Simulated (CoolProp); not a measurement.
The fluid at 304.59 K and 1.87 MPa (liquid) is heated at constant pressure to 378.7 K. The same conditions are run with several fluids, on thermodynamics alone (safety and materials aside).

Model: reference Helmholtz-energy equation of state of each fluid (octamethyltrisiloxane (MDM): Thol 2017; cyclopropane: Polt 1992; octamethylcyclotetrasiloxane (D4): Thol 2015; n-undecane: Aleksandrov 2011; C3F8 (R218): Lemmon 2006), in CoolProp. The equations of Platzer and Polt are older, rougher fits.

**Question.** Rank octamethyltrisiloxane (MDM), cyclopropane, octamethylcyclotetrasiloxane (D4), n-undecane, C3F8 (R218) by heat (kJ/kg), highest first.

**Answer.** cyclopropane (500), n-undecane (175), octamethyltrisiloxane (MDM) (140), C3F8 (R218) (136), octamethylcyclotetrasiloxane (D4) (130)

```tsv
fluid	final phase	final density (kg/m³)
octamethyltrisiloxane (MDM)	liquid	736
cyclopropane	gas	29.4
octamethylcyclotetrasiloxane (D4)	liquid	861
n-undecane	liquid	677
C3F8 (R218)	gas	138
```
